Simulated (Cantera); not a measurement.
A closed system holds: 1 mol AlN, 0.029 mol Cl₂, at 1623 K and 1 atm.

These are equilibrium values from Cantera (NASA tables, ideal gas, pure condensed phases), not measurements of a reactor. Candidate condensed phases: Al, AlCl₃, AlN; 11 gas species. The tables' values for AlCl₂ are old estimates; treat these amounts as uncertain. The numbers say what is thermodynamically allowed, not how fast it happens.

Base state: AlCl₃ 0.646, N₂ 0.333, AlCl₂ 0.0178, AlCl 0.00250, Al₂Cl₆ 0.000253, Cl 1.43e-5 (mole fractions); condensed: AlN(s).

Problem. What changes in the equilibrium state with this change: temperature from 1623 K to 748.15 K?

Solution. 
```csv
species,before,after
N₂,0.333,0.456
Al₂Cl₆,0.000253,0.367
AlCl₃,0.646,0.177
AlCl₂,0.0178,<1e-9
AlCl,0.00250,<1e-9
Cl,1.43e-5,<1e-9
"AlN(s), mol",0.980,0.981
```

Problem. What changes in the equilibrium state with this change: temperature from 1623 K to 975 K?

Solution. 
```csv
species,before,after
AlCl₃,0.646,0.598
N₂,0.333,0.350
Al₂Cl₆,0.000253,0.0514
AlCl₂,0.0178,5.64e-7
AlCl,0.00250,<1e-9
Cl,1.43e-5,<1e-9
"AlN(s), mol",0.980,0.981
```
